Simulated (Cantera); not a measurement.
Input (Python, Cantera) and output of one run.

```python
import numpy as np
import cantera as ct

gas_names = [...]  # 113 gases of nasa_gas.yaml made of C, H, O, Ta
cond_names = """
    C(gr) C6H6(L) C7H8(L) C8H18(L),n-octa H2O(s) H2O(L) Ta(cr) Ta(L) TaC(s) TaC(L) Ta2O5(s) Ta2O5(L)
""".split()


# ... load() reads the species with a 1 bar reference pressure and builds the phases ...
atoms = {
    'Ta': {'Ta': 1},
    'CO2': {'C': 1, 'O': 2},
    'H2': {'H': 2},
}
top_T = {'C(gr)': 4500}  # K; cautious upper limits of use, not melting points


# ... equilibrate(T, P, feed) seeds the gas with the atoms and calls Mixture.equilibrate('TP', solver="vcs", rtol=1e-11, max_steps=5000) ...
results = []
T = 2598.15  # K
P = 1100  # Pa
for m in [7.9, 26, 44, 62, 80, 97, 120, 130, 150, 170]:
    feed = {'Ta': 1, 'CO2': 0.62, 'H2': m}  # mol
    mix = equilibrate(T, P, feed)
    results.append((T, P, feed, dict(zip(mix.species_names, mix.species_moles))))

top = {s: max(r[3][s] / sum(r[3][g] for g in gas_names) for r in results) for s in gas_names}
cols = sorted((s for s in top if top[s] > 1e-06), key=lambda s: -top[s])[:5]
seen = [c for c in cond_names if any(r[3].get(c, 0) > 1e-12 for r in results)]
print("log10 of partial pressures in bar; condensed amounts in mol")
print(f"{'n(H2)':>10s}" + "".join(f"{s[:9]:>10s}" for s in cols + seen))
for T, P, feed, n in results:
    ng = sum(n[g] for g in gas_names)
    print(f"{feed['H2']:10.4g}" + "".join(f"{np.log10(max(n[s] / ng * P / 1e5, 1e-99)):10.3f}" for s in cols)
          + "".join(f"{n.get(c, 0):10.4g}" for c in seen))
```

Result:

```
log10 of partial pressures in bar; condensed amounts in mol
     n(H2)        H2         H        CO      TaO2       TaO    Ta(cr)
       7.9    -2.169    -2.503    -3.182    -3.628    -3.804      0.63
        26    -2.133    -2.486    -3.668    -4.223    -4.101    0.5989
        44    -2.126    -2.482    -3.890    -4.518    -4.248     0.582
        62    -2.123    -2.481    -4.037    -4.721    -4.350    0.5704
        80    -2.122    -2.480    -4.146    -4.878    -4.429    0.5618
        97    -2.121    -2.479    -4.229    -5.001    -4.490    0.5553
       120    -2.120    -2.479    -4.320    -5.140    -4.559    0.5483
       130    -2.119    -2.479    -4.355    -5.193    -4.586    0.5458
       150    -2.119    -2.479    -4.417    -5.289    -4.634    0.5413
       170    -2.118    -2.478    -4.471    -5.375    -4.677    0.5374
```

Method: chemical equilibrium by Gibbs-energy minimisation in Cantera with the NASA 1993 tables (ideal gas, pure condensed phases). Condensed phases not in the tables: Ta2C, N, O or C dissolved in the metal.
